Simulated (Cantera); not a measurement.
**Gas-phase reforming**

An isothermal, constant-pressure homogeneous reactor starts with 20.0 % CH₄, 80.0 % CO₂, at 1475 K and 0.898 atm.

Model: GRI-Mech 3.0 (53 species, 325 reactions), integrated in Cantera.

| t (s) | x CH₄ | x CO₂ | x H₂O | x H | x CH₃ | x H₂ |
|---|---|---|---|---|---|---|
| 0.000500 | 0.200 | 0.800 | 1.24e-6 | 1.97e-8 | 4.18e-5 | 2.91e-5 |
| 0.00123 | 0.200 | 0.800 | 3.45e-6 | 2.33e-8 | 5.75e-5 | 7.96e-5 |
| 0.00302 | 0.200 | 0.800 | 1.02e-5 | 3.10e-8 | 7.46e-5 | 0.000225 |
| 0.00743 | 0.199 | 0.800 | 3.65e-5 | 5.56e-8 | 0.000102 | 0.000702 |
| 0.0183 | 0.197 | 0.799 | 0.000180 | 1.38e-7 | 0.000131 | 0.00249 |
| 0.0449 | 0.190 | 0.795 | 0.00110 | 3.53e-7 | 0.000135 | 0.00838 |
| 0.110 | 0.176 | 0.780 | 0.00597 | 7.08e-7 | 0.000115 | 0.0209 |
| 0.272 | 0.150 | 0.742 | 0.0253 | 1.09e-6 | 9.43e-5 | 0.0349 |
| 0.668 | 0.107 | 0.658 | 0.0778 | 1.31e-6 | 7.50e-5 | 0.0379 |
| 1.64 | 0.0507 | 0.532 | 0.153 | 1.65e-6 | 4.82e-5 | 0.0349 |
| 4.04 | 0.0191 | 0.430 | 0.186 | 2.90e-6 | 2.26e-5 | 0.0494 |
| 9.93 | 0.0133 | 0.355 | 0.181 | 3.67e-6 | 1.34e-5 | 0.0730 |
| 24.4 | 0.00859 | 0.300 | 0.173 | 4.15e-6 | 7.46e-6 | 0.0965 |
| 60.0 | 0.00342 | 0.270 | 0.168 | 4.46e-6 | 2.75e-6 | 0.112 |
x: mole fraction; the columns are a selection and need not sum to one.

Equilibrium at this temperature and pressure: CH₄ 2.14e-8, CO₂ 0.261, H₂O 0.168, H 4.70e-6, CH₃ 1.72e-11, H₂ 0.118 (gas phase only).
